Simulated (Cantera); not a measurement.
What does this Cantera script print?

```python
import numpy as np
import cantera as ct

gas_names = """
    CL CLF CLF3 CL2 F F2 H HCL HF H2 H2F2 H3F3 H4F4 H5F5 H6F6 H7F7 Na NaCL NaF NaH Na2 Na2CL2 Na2F2
""".split()
cond_names = """
    Na(cr) Na(L) NaCL(s) NaCL(L) NaF(s) NaF(L)
""".split()


# ... load() reads the species with a 1 bar reference pressure and builds the phases ...
atoms = {
    'NaCl': {'Na': 1, 'CL': 1},
    'HF': {'H': 1, 'F': 1},
    'H2': {'H': 2},
}
top_T = {}  # K; cautious upper limits of use, not melting points


# ... equilibrate(T, P, feed) seeds the gas with the atoms and calls Mixture.equilibrate('TP', solver="vcs", rtol=1e-11, max_steps=5000) ...
results = []
feed = {'NaCl': 1, 'HF': 0.23, 'H2': 110}  # mol
T = 1300  # K
for P in [0.1, 0.46, 2.2, 10, 46, 220, 1000, 4600, 22000, 100000]:
    mix = equilibrate(T, P, feed)
    results.append((T, P, feed, dict(zip(mix.species_names, mix.species_moles))))

top = {s: max(r[3][s] / sum(r[3][g] for g in gas_names) for r in results) for s in gas_names}
cols = sorted((s for s in top if top[s] > 0.001), key=lambda s: -top[s])[:7]
seen = [c for c in cond_names if any(r[3].get(c, 0) > 1e-12 for r in results)]
print("log10 of partial pressures in bar; condensed amounts in mol")
print(f"{'P/Pa':>10s}" + "".join(f"{s[:9]:>10s}" for s in cols + seen))
for T, P, feed, n in results:
    ng = sum(n[g] for g in gas_names)
    print(f"{P:10.4g}" + "".join(f"{np.log10(max(n[s] / ng * P / 1e5, 1e-99)):10.3f}" for s in cols)
          + "".join(f"{n.get(c, 0):10.4g}" for c in seen))
```

Result:

```
log10 of partial pressures in bar; condensed amounts in mol
      P/Pa        H2      NaCL       HCL        Na        HF    Na2CL2         H
       0.1    -6.007    -8.285    -8.424    -8.424    -8.686   -15.141    -8.960
      0.46    -5.344    -7.547    -7.889    -7.890    -8.024   -13.667    -8.628
       2.2    -4.663    -6.815    -7.352    -7.354    -7.345   -12.203    -8.288
        10    -4.006    -6.123    -6.840    -6.845    -6.688   -10.818    -7.959
        46    -3.343    -5.436    -6.328    -6.338    -6.027    -9.445    -7.627
       220    -2.663    -4.740    -5.804    -5.826    -5.350    -8.053    -7.287
      1000    -2.005    -4.073    -5.295    -5.340    -4.695    -6.719    -6.959
      4600    -1.342    -3.410    -4.775    -4.866    -4.037    -5.393    -6.627
   2.2e+04    -0.662    -2.756    -4.231    -4.415    -3.362    -4.084    -6.287
     1e+05    -0.004    -2.186    -3.690    -4.057    -2.709    -2.944    -5.958
```

Method: chemical equilibrium by Gibbs-energy minimisation in Cantera with the NASA 1993 tables (ideal gas, pure condensed phases).
